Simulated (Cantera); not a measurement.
A closed system holds: 1 mol B, 1.5 mol O2, 40 mol N2, held at 24.0 Pa.

Equilibrium computed with Cantera from the NASA thermochemical tables; the gas is ideal and each condensed phase is pure. Candidate condensed phases: B, BN, B2O3; 17 gas species. The numbers say what is thermodynamically allowed, not how fast it happens.

Task: Which condensed phases are stable at each of these points (T (°C)): 902, 1102, 1302, 1502, 1702, 1902, 2102?

Result: 
```json
[
 {"T (°C)": "902", "condensed phases": "B2O3(l)", "B condensed (%)": "99.9"},
 {"T (°C)": "1102", "condensed phases": "B2O3(l)", "B condensed (%)": "54.3"},
 {"T (°C)": "1302", "condensed phases": "gas only", "B condensed (%)": "0.0"},
 {"T (°C)": "1502", "condensed phases": "gas only", "B condensed (%)": "0.0"},
 {"T (°C)": "1702", "condensed phases": "gas only", "B condensed (%)": "0.0"},
 {"T (°C)": "1902", "condensed phases": "gas only", "B condensed (%)": "0.0"},
 {"T (°C)": "2102", "condensed phases": "gas only", "B condensed (%)": "0.0"}
]
```

From 902 °C to 1102 °C the condensed part is B2O3(l). From 1302 °C to 2102 °C nothing is condensed.
